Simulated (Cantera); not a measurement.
**Equilibrium for fluorocarbon and chlorocarbon gases: C2F6 + CH4**

Feed: 1 mol C2F6, a varied amount of CH4, equilibrated at 1600 K and 10.0 Torr.

Equilibrium computed with Cantera from the NASA thermochemical tables; the gas is ideal and each condensed phase is pure. Candidate condensed phases: C, C6H6, C7H8, C8H18; 95 gas species. The feed counts by its element totals alone. Gases not in the tables: C2F6 and larger saturated fluorocarbons. The numbers say what is thermodynamically allowed, not how fast it happens.

```tsv
n(CH4) (mol)	x HF	x CF4	x H2	x CF2	x F	x CF3	x H	x C2H2 (acetylene)	n C(graphite)
0.14	0.291	0.707	1.08e-9	0.00126	0.000225	0.000221	1.55e-8	<1e-12	0.779
0.17	0.338	0.660	1.51e-9	0.00122	0.000222	0.000210	1.83e-8	<1e-12	0.839
0.21	0.394	0.604	2.14e-9	0.00116	0.000217	0.000197	2.18e-8	<1e-12	0.919
0.26	0.456	0.543	3.02e-9	0.00110	0.000211	0.000182	2.59e-8	<1e-12	1.02
0.32	0.520	0.479	4.19e-9	0.00104	0.000204	0.000165	3.05e-8	<1e-12	1.14
0.4	0.592	0.407	5.89e-9	0.000955	0.000196	0.000146	3.61e-8	<1e-12	1.30
0.49	0.660	0.339	8.00e-9	0.000872	0.000188	0.000128	4.21e-8	<1e-12	1.48
0.61	0.732	0.267	1.11e-8	0.000773	0.000177	0.000107	4.97e-8	<1e-12	1.72
0.75	0.800	0.199	1.53e-8	0.000669	0.000164	8.58e-5	5.83e-8	<1e-12	2.00
0.93	0.867	0.132	2.21e-8	0.000545	0.000148	6.31e-5	7.00e-8	<1e-12	2.36
1.1	0.916	0.0830	3.12e-8	0.000432	0.000132	4.44e-5	8.32e-8	<1e-12	2.70
1.4	0.982	0.0174	7.83e-8	0.000198	8.93e-5	1.38e-5	1.32e-7	2.15e-12	3.30
1.8	0.909	<1e-12	0.0908	1.46e-10	7.67e-8	<1e-12	0.000142	2.50e-6	3.80
```
x: gas mole fraction; n: condensed amount in mol.

From 0.14 mol CH4 to 1.8 mol CH4 the condensed part is C(graphite). The main C-bearing gas is CF4 at 0.14 mol CH4 and C2H2 (acetylene) at 1.8 mol CH4. The share of C in condensed phases is highest at 1.8 mol CH4 (100.0 %) and lowest at 0.14 mol CH4 (36.4 %).
